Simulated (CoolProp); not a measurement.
Properties of R245ca along the isobar 10000 kPa.

The numbers come from the reference Helmholtz-energy equation of state, Zhou 2016 in CoolProp.

```json
[
 {"T (°C)": "-4.35", "phase": "liquid", "density (kg/m³)": "?", "cv (kJ/(kg K))": "0.9709"},
 {"T (°C)": "15.75", "phase": "liquid", "density (kg/m³)": "1432", "cv (kJ/(kg K))": "0.9907"},
 {"T (°C)": "35.95", "phase": "liquid", "density (kg/m³)": "?", "cv (kJ/(kg K))": "1.013"},
 {"T (°C)": "56.05", "phase": "liquid", "density (kg/m³)": "1338", "cv (kJ/(kg K))": "1.038"},
 {"T (°C)": "76.15", "phase": "liquid", "density (kg/m³)": "1288", "cv (kJ/(kg K))": "?"},
 {"T (°C)": "96.35", "phase": "liquid", "density (kg/m³)": "1236", "cv (kJ/(kg K))": "1.089"},
 {"T (°C)": "116.45", "phase": "liquid", "density (kg/m³)": "?", "cv (kJ/(kg K))": "?"},
 {"T (°C)": "136.55", "phase": "liquid", "density (kg/m³)": "?", "cv (kJ/(kg K))": "1.141"},
 {"T (°C)": "156.75", "phase": "liquid", "density (kg/m³)": "1050", "cv (kJ/(kg K))": "1.168"},
 {"T (°C)": "176.85", "phase": "supercritical", "density (kg/m³)": "971.3", "cv (kJ/(kg K))": "1.195"}
]
```

Question: Complete the blanks.

Answer: 
- -4.35, density (kg/m³): 1476
- 35.95, density (kg/m³): 1385
- 76.15, cv (kJ/(kg K)): 1.063
- 116.45, density (kg/m³): 1179
- 116.45, cv (kJ/(kg K)): 1.115
- 136.55, density (kg/m³): 1118
